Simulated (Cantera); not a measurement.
## Adiabatic ignition

An adiabatic, constant-volume homogeneous reactor starts with 9.17 % CH₄, 18.3 % O₂, 67.9 % N₂, 4.59 % CO₂, equivalence ratio 1.0, at 1125 K and 390000 Pa.

Computed with Cantera and GRI-Mech 3.0 (53 species, 325 reactions).

```json
[
 {"t (s)": "9.00e-6", "T (K)": "1125", "P (bar)": "3.90", "x CH₄": "0.0917", "x O₂": "0.183", "x CO₂": "0.0459", "x C₂H₆": "<1e-12", "x H": "<1e-12", "x HCN": "<1e-12", "x NO": "<1e-12"},
 {"t (s)": "2.10e-5", "T (K)": "1125", "P (bar)": "3.90", "x CH₄": "0.0917", "x O₂": "0.183", "x CO₂": "0.0459", "x C₂H₆": "<1e-12", "x H": "1.55e-12", "x HCN": "<1e-12", "x NO": "<1e-12"},
 {"t (s)": "4.90e-5", "T (K)": "1125", "P (bar)": "3.90", "x CH₄": "0.0917", "x O₂": "0.183", "x CO₂": "0.0459", "x C₂H₆": "6.87e-12", "x H": "3.23e-12", "x HCN": "<1e-12", "x NO": "<1e-12"},
 {"t (s)": "0.000115", "T (K)": "1125", "P (bar)": "3.90", "x CH₄": "0.0917", "x O₂": "0.183", "x CO₂": "0.0459", "x C₂H₆": "9.67e-11", "x H": "8.17e-12", "x HCN": "<1e-12", "x NO": "<1e-12"},
 {"t (s)": "0.000267", "T (K)": "1125", "P (bar)": "3.90", "x CH₄": "0.0917", "x O₂": "0.183", "x CO₂": "0.0459", "x C₂H₆": "1.58e-9", "x H": "2.62e-11", "x HCN": "<1e-12", "x NO": "<1e-12"},
 {"t (s)": "0.000624", "T (K)": "1125", "P (bar)": "3.90", "x CH₄": "0.0917", "x O₂": "0.183", "x CO₂": "0.0459", "x C₂H₆": "3.51e-8", "x H": "1.09e-10", "x HCN": "<1e-12", "x NO": "<1e-12"},
 {"t (s)": "0.00146", "T (K)": "1125", "P (bar)": "3.90", "x CH₄": "0.0917", "x O₂": "0.183", "x CO₂": "0.0459", "x C₂H₆": "7.54e-7", "x H": "3.53e-10", "x HCN": "<1e-12", "x NO": "<1e-12"},
 {"t (s)": "0.00340", "T (K)": "1125", "P (bar)": "3.90", "x CH₄": "0.0917", "x O₂": "0.183", "x CO₂": "0.0459", "x C₂H₆": "5.21e-6", "x H": "5.63e-10", "x HCN": "<1e-12", "x NO": "<1e-12"},
 {"t (s)": "0.00794", "T (K)": "1126", "P (bar)": "3.90", "x CH₄": "0.0916", "x O₂": "0.183", "x CO₂": "0.0459", "x C₂H₆": "2.11e-5", "x H": "1.14e-9", "x HCN": "<1e-12", "x NO": "<1e-12"},
 {"t (s)": "0.0185", "T (K)": "1129", "P (bar)": "3.91", "x CH₄": "0.0912", "x O₂": "0.183", "x CO₂": "0.0459", "x C₂H₆": "0.000104", "x H": "4.73e-9", "x HCN": "<1e-12", "x NO": "<1e-12"},
 {"t (s)": "0.0433", "T (K)": "2812", "P (bar)": "10.1", "x CH₄": "<1e-12", "x O₂": "0.0156", "x CO₂": "0.0950", "x C₂H₆": "<1e-12", "x H": "0.00262", "x HCN": "3.62e-9", "x NO": "0.00931"},
 {"t (s)": "0.101", "T (K)": "2812", "P (bar)": "10.1", "x CH₄": "<1e-12", "x O₂": "0.0156", "x CO₂": "0.0950", "x C₂H₆": "<1e-12", "x H": "0.00262", "x HCN": "3.62e-9", "x NO": "0.00931"},
 {"t (s)": "0.236", "T (K)": "2812", "P (bar)": "10.1", "x CH₄": "<1e-12", "x O₂": "0.0156", "x CO₂": "0.0950", "x C₂H₆": "<1e-12", "x H": "0.00262", "x HCN": "3.62e-9", "x NO": "0.00931"},
 {"t (s)": "0.550", "T (K)": "2812", "P (bar)": "10.1", "x CH₄": "<1e-12", "x O₂": "0.0156", "x CO₂": "0.0950", "x C₂H₆": "<1e-12", "x H": "0.00262", "x HCN": "3.62e-9", "x NO": "0.00931"},
 {"t (s)": "1.29", "T (K)": "2812", "P (bar)": "10.1", "x CH₄": "<1e-12", "x O₂": "0.0156", "x CO₂": "0.0950", "x C₂H₆": "<1e-12", "x H": "0.00262", "x HCN": "3.62e-9", "x NO": "0.00931"},
 {"t (s)": "3.00", "T (K)": "2812", "P (bar)": "10.1", "x CH₄": "<1e-12", "x O₂": "0.0156", "x CO₂": "0.0950", "x C₂H₆": "<1e-12", "x H": "0.00262", "x HCN": "3.62e-9", "x NO": "0.00931"}
]
```
x: mole fraction; the columns are a selection and need not sum to one.

The time of steepest temperature rise comes out as 36.2 ms, the temperature at 3.00 s comes out as 2812 K and the equilibrium temperature is 2812 K. The x(CH₄) at 3.00 s is <1e-12 (gas-phase equilibrium <1e-12) and the x(O₂) at 3.00 s is 0.0156 (gas-phase equilibrium 0.0156). The x(CO₂) at 3.00 s is 0.0950 (gas-phase equilibrium 0.0950).
